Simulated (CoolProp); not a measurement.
R134a at 293.15 K and 0.908 MPa is throttled through a valve to 0.455 MPa with no heat exchange. Each further row changes one setting.

The numbers come from the reference Helmholtz-energy equation of state, Tillner-Roth 1994 in CoolProp.

| case | temperature change (K) | final phase | final density (kg/m³) |
|---|---|---|---|
| as stated | ___ | ___ | 316 |
| outlet pressure 0.137 MPa | ___ | ___ | 27.6 |
| outlet pressure 0.592 MPa | +0.0 | ___ | ___ |

**Question.** What belongs in the gaps?

**Answer.** 
- as stated, temperature change (K): -7.2
- as stated, final phase: two-phase, vapour fraction 0.053
- outlet pressure 0.137 MPa, temperature change (K): -39.3
- outlet pressure 0.137 MPa, final phase: two-phase, vapour fraction 0.249
- outlet pressure 0.592 MPa, final phase: liquid
- outlet pressure 0.592 MPa, final density (kg/m³): 1230
